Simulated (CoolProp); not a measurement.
Vapour-liquid equilibrium of propylene (1) + 1-butene (2) at -72.05 °C; x and y are mole fractions of (1).

Values from CoolProp's multi-fluid Helmholtz-energy mixture model, Lemmon 2013 and Lemmon 2005; pair parameters Bell 2016.

```json
[
 {"x": "0.05", "bubble pressure, mixture model (MPa)": "0.004168", "bubble pressure, Raoult's law (MPa)": "0.004148", "y, mixture model": "0.347", "y, Raoult's law": "0.344"},
 {"x": "0.2", "bubble pressure, mixture model (MPa)": "0.008057", "bubble pressure, Raoult's law (MPa)": "0.008003", "y, mixture model": "0.714", "y, Raoult's law": "0.714"},
 {"x": "0.35", "bubble pressure, mixture model (MPa)": "0.01191", "bubble pressure, Raoult's law (MPa)": "0.01186", "y, mixture model": "0.842", "y, Raoult's law": "0.843"},
 {"x": "0.5", "bubble pressure, mixture model (MPa)": "0.01575", "bubble pressure, Raoult's law (MPa)": "0.01571", "y, mixture model": "0.907", "y, Raoult's law": "0.909"},
 {"x": "0.65", "bubble pressure, mixture model (MPa)": "0.01957", "bubble pressure, Raoult's law (MPa)": "0.01957", "y, mixture model": "0.947", "y, Raoult's law": "0.949"},
 {"x": "0.8", "bubble pressure, mixture model (MPa)": "0.02341", "bubble pressure, Raoult's law (MPa)": "0.02342", "y, mixture model": "0.975", "y, Raoult's law": "0.976"},
 {"x": "0.95", "bubble pressure, mixture model (MPa)": "0.02727", "bubble pressure, Raoult's law (MPa)": "0.02728", "y, mixture model": "0.994", "y, Raoult's law": "0.995"}
]
```

The largest gap from Raoult's law is +0.7 % in bubble pressure, at x = 0.2. No azeotrope shows between x = 0.05 and 0.95.

The pair parameters rest on a limited set of measurements; away from them the model extrapolates.
